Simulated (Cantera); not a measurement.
Cantera run:

```python
import numpy as np
import cantera as ct

gas_names = """
    CL CL2 N N2 Si SiCL SiCL2 SiCL3 SiCL4 SiN Si2 Si2N Si3
""".split()
cond_names = """
    Si(cr) Si(L) Si3N4(a)
""".split()


# ... load() reads the species with a 1 bar reference pressure and builds the phases ...
atoms = {
    'Si2Cl6': {'Si': 2, 'CL': 6},
    'Cl2': {'CL': 2},
    'N2': {'N': 2},
}
top_T = {'Si3N4(a)': 2400}  # K; cautious upper limits of use, not melting points


# ... equilibrate(T, P, feed) seeds the gas with the atoms and calls Mixture.equilibrate('TP', solver="vcs", rtol=1e-11, max_steps=5000) ...
results = []
feed = {'Si2Cl6': 1, 'Cl2': 0.03, 'N2': 8.8}  # mol
T = 1248  # K
P = 1000  # Pa
mix = equilibrate(T, P, feed)
results.append((T, P, feed, dict(zip(mix.species_names, mix.species_moles))))
x = sorted(zip(gas.X, gas.species_names), reverse=True)
print(f"T = {T:g} K  P = {P:g} Pa  gas = {mix.phase_moles(0):.4g} mol")
print("   x: " + "  ".join(f"{s} {v:.3e}" for v, s in x if v > 1e-06))
print("   condensed (mol): " + ("  ".join(f"{mix.phase(i).name} {mix.phase_moles(i):.4g}"
      for i in range(1, mix.n_phases) if mix.phase_moles(i) > 1e-12) or "none"))
```

Result:

```
T = 1248 K  P = 1000 Pa  gas = 10.05 mol
   x: N2 8.458e-01  SiCL4 1.434e-01  SiCL3 7.772e-03  SiCL2 3.039e-03  CL 5.754e-06
   condensed (mol): Si3N4(a) 0.1501
```

These are equilibrium values from Cantera (NASA tables, ideal gas, pure condensed phases), not measurements of a reactor. The feed counts by its element totals alone. N2 is the only nitrogen source here; it is nearly inert below about 1500 K, so the nitride shown seldom forms there in practice. The tables' values for SiCl3 are old estimates; treat these amounts as uncertain.
